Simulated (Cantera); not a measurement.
Input: 1 mol PbO, 1.4 mol C, 0.67 mol N2, 0.38 mol CH4, held at 32.0 Pa.

Method: chemical equilibrium by Gibbs-energy minimisation in Cantera with the NASA 1993 tables (ideal gas, pure condensed phases). Candidate condensed phases: C, C6H6, C7H8, C8H18, H2O, Pb, PbO, PbO2, Pb3O4; 139 gas species. The numbers say what is thermodynamically allowed, not how fast it happens.

Over these rows the condensed part is C(graphite) + Pb(l). Partial pressures as log10 of bar:

| T (K) | 1000/T (1/K) | log p CO2 | log p CO | log p H2 | log p N2 | log p Pb |
|---|---|---|---|---|---|---|
| 900 | 1.1111 | -7.02 | -3.88 | -4.00 | -4.06 | -5.86 |
| 925 | 1.0811 | -7.29 | -3.88 | -4.00 | -4.06 | -5.57 |
| 950 | 1.0526 | -7.55 | -3.89 | -4.01 | -4.06 | -5.30 |
| 975 | 1.0256 | -7.80 | -3.89 | -4.01 | -4.07 | -5.04 |
| 1000 | 1.0000 | ? | -3.90 | -4.02 | -4.08 | -4.79 |
| 1025 | 0.9756 | -8.30 | -3.92 | -4.04 | -4.09 | -4.56 |

Problem. Fit log p(CO2) = a + b·(1000/T) to the five rows, give the apparent enthalpy, and predict the row at 1000 K.

Solution. Means: 1000/T = 1.0492, log p = -7.592. Sxy = 0.102201, Sxx = 0.0108347, so b = 9.43 and a = -7.592 − (9.43)×1.0492 = -17.49.
Apparent enthalpy: −19.145 × (9.43) = -181 kJ/mol. With the condensed phases at unit activity, 2 CO(g) = CO2(g) + C(graphite) links this pressure to the main gases: over the six rows their terms move log p by -0.08 in all, so the slope isn't that reaction's ΔH° alone. The five rows lie within 0.02 of the line.
Prediction at 1000 K: -17.49 + (9.43)×1.0000 = -8.06. The computed value is -8.05, 0.01 from the line.
